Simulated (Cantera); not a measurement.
Charge: 1 mol PbO, 52 mol N₂, 0.87 mol H₂, at 0.910 bar.

These are equilibrium values from Cantera (NASA tables, ideal gas, pure condensed phases), not measurements of a reactor. Candidate condensed phases: H₂O, Pb, PbO, PbO₂, Pb₃O₄; 27 gas species. Equilibrium is a limit: real reactors are often held back by kinetics, nucleation or transport.

Question: Which condensed phases are stable at each of these points (T (K)): 450, 475, 500, 525, 550, 575, 600, 625?

Answer: 
```csv
T (K),condensed phases,Pb condensed (%)
450,Pb(s) + PbO(red),100.0
475,Pb(s) + PbO(red),100.0
500,Pb(s) + PbO(red),100.0
525,Pb(s) + PbO(red),100.0
550,Pb(s) + PbO(red),100.0
575,Pb(s) + PbO(red),100.0
600,Pb(s) + PbO(red),100.0
625,Pb(l) + PbO(red),100.0
```

From 450 K to 600 K the condensed part is Pb(s) + PbO(red). At 625 K the condensed part is Pb(l) + PbO(red).
